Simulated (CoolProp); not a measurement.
A Linde-Hampson liquefier for ethylene: isothermal reversible compression at 300 K from 1 atm to 10 MPa, throttling to 1 atm, return gas leaving the recuperator 2 K below the feed. Each further row changes one setting.

The numbers come from the reference Helmholtz-energy equation of state, Smukala 2000 in CoolProp.

| case | liquid yield per pass | compression work (kJ/kg of gas) |
|---|---|---|
| as stated | 0.431 | 346 |
| high pressure 20 MPa | … | … |
| warm-end temperature 330 K | … | 405 |
| warm-end gap 7 K | … | 346 |

**Question.** Fill in the missing entries.

**Answer.** 
- high pressure 20 MPa, liquid yield per pass: 0.475
- high pressure 20 MPa, compression work (kJ/kg of gas): 373
- warm-end temperature 330 K, liquid yield per pass: 0.266
- warm-end gap 7 K, liquid yield per pass: 0.424
